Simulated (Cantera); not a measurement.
Input: 1 mol Si(CH3)4, 0.075 mol C2H2, 400 mol H2, held at 1.00 bar.

Method: chemical equilibrium by Gibbs-energy minimisation in Cantera with the NASA 1993 tables (ideal gas, pure condensed phases). Candidate condensed phases: C, C6H6, C7H8, C8H18, Si, SiC; 87 gas species. Kinetics and transport are ignored.

x: gas mole fraction; n: condensed amount in mol.

```json
[
 {"T (°C)": "975", "x H2": "0.992", "x CH4": "0.00782", "x H": "4.65e-7", "x C2H2 (acetylene)": "1.22e-7", "n SiC(s)": "1.000", "n C(graphite)": "0"},
 {"T (°C)": "1050", "x H2": "0.993", "x CH4": "0.00671", "x H": "1.58e-6", "x C2H2 (acetylene)": "8.20e-7", "n SiC(s)": "1.000", "n C(graphite)": "0.443"},
 {"T (°C)": "1125", "x H2": "0.996", "x CH4": "0.00433", "x H": "4.72e-6", "x C2H2 (acetylene)": "2.44e-6", "n SiC(s)": "1.000", "n C(graphite)": "1.40"},
 {"T (°C)": "1200", "x H2": "0.997", "x CH4": "0.00292", "x H": "1.26e-5", "x C2H2 (acetylene)": "6.49e-6", "n SiC(s)": "1.000", "n C(graphite)": "1.96"},
 {"T (°C)": "1275", "x H2": "0.998", "x CH4": "?", "x H": "?", "x C2H2 (acetylene)": "?", "n SiC(s)": "1.000", "n C(graphite)": "?"},
 {"T (°C)": "1350", "x H2": "0.998", "x CH4": "0.00148", "x H": "6.91e-5", "x C2H2 (acetylene)": "3.48e-5", "n SiC(s)": "1.000", "n C(graphite)": "2.52"},
 {"T (°C)": "1425", "x H2": "0.999", "x CH4": "?", "x H": "?", "x C2H2 (acetylene)": "?", "n SiC(s)": "1.000", "n C(graphite)": "2.64"},
 {"T (°C)": "1500", "x H2": "0.999", "x CH4": "0.000841", "x H": "0.000284", "x C2H2 (acetylene)": "0.000140", "n SiC(s)": "1.000", "n C(graphite)": "2.69"},
 {"T (°C)": "1575", "x H2": "0.999", "x CH4": "0.000657", "x H": "0.000530", "x C2H2 (acetylene)": "0.000257", "n SiC(s)": "0.999", "n C(graphite)": "2.67"}
]
```

### Question
Some entries are withheld; supply them.

### Answer

- 1425, x CH4: 0.00110
- 1425, x H: 0.000145
- 1425, x C2H2 (acetylene): 7.20e-5
- 1275, x CH4: 0.00204
- 1275, x H: 3.08e-5
- 1275, x C2H2 (acetylene): 1.57e-5
- 1275, n C(graphite): 2.31
